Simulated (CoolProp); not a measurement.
Properties of n-undecane along the isotherm 326.35 °C.

Model: reference Helmholtz-energy equation of state, Aleksandrov 2011, in CoolProp. It is a short technical equation, of lower accuracy than the large ones.

| p (kPa) | phase | cv (kJ/(kg K)) | speed of sound (m/s) | expansivity (1/kK) |
|---|---|---|---|---|
| 299 | gas | ___ | 166.7 | 2.234 |
| 597 | gas | ___ | 150.6 | 3.183 |
| 896 | gas | 2.883 | 129.9 | 5.156 |
| 1190 | liquid | 2.925 | 241.0 | ___ |
| 1490 | liquid | 2.921 | 258.9 | 4.646 |
| 1790 | liquid | 2.918 | 274.7 | 4.213 |
| 2090 | liquid | 2.915 | 288.9 | 3.883 |
| 2390 | liquid | 2.913 | 301.9 | 3.619 |
| 2690 | liquid | 2.911 | 314.0 | 3.404 |
| 2990 | liquid | ___ | 325.3 | ___ |

Q: Fill in the missing entries.

A: 
- 299, cv (kJ/(kg K)): 2.816
- 597, cv (kJ/(kg K)): 2.844
- 1190, expansivity (1/kK): 5.247
- 2990, cv (kJ/(kg K)): 2.909
- 2990, expansivity (1/kK): 3.222
